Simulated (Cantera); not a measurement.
An adiabatic, constant-pressure homogeneous reactor starts with H2 : O2 : N2 = 1 : 0.562 : 2.11 (molar parts), equivalence ratio 0.89, at 1423 K and 1.00 bar. Integrator tolerance rtol = 1e-08.

Cantera simulation using the H2/O2 subset of GRI-Mech 3.0, which has no nitrogen chemistry; the numbers are that mechanism's predictions, not measurements.

Q: What does this change do: H2 1 to 1.6 parts?

A: 
```json
[
 {"quantity": "time of steepest temperature rise", "before": "17.1 µs", "after": "17.5 µs"},
 {"quantity": "temperature at 0.300 s", "before": "2802 K", "after": "2845 K"},
 {"quantity": "equilibrium temperature", "before": "2802 K", "after": "2845 K"},
 {"quantity": "x(H2) at 0.300 s", "before": "0.0332 (gas-phase equilibrium 0.0332)", "after": "0.127 (gas-phase equilibrium 0.127)"},
 {"quantity": "x(O2) at 0.300 s", "before": "0.0268 (gas-phase equilibrium 0.0268)", "after": "0.00292 (gas-phase equilibrium 0.00292)"},
 {"quantity": "x(H2O2) at 0.300 s", "before": "5.07e-7 (gas-phase equilibrium 5.07e-7)", "after": "1.92e-7 (gas-phase equilibrium 1.92e-7)"},
 {"quantity": "x(HO2) at 0.300 s", "before": "9.64e-6 (gas-phase equilibrium 9.64e-6)", "after": "2.07e-6 (gas-phase equilibrium 2.07e-6)"},
 {"quantity": "x(OH) at 0.300 s", "before": "0.0315 (gas-phase equilibrium 0.0315)", "after": "0.0208 (gas-phase equilibrium 0.0208)"},
 {"quantity": "x(H) at 0.300 s", "before": "0.0151 (gas-phase equilibrium 0.0151)", "after": "0.0343 (gas-phase equilibrium 0.0343)"}
]
```
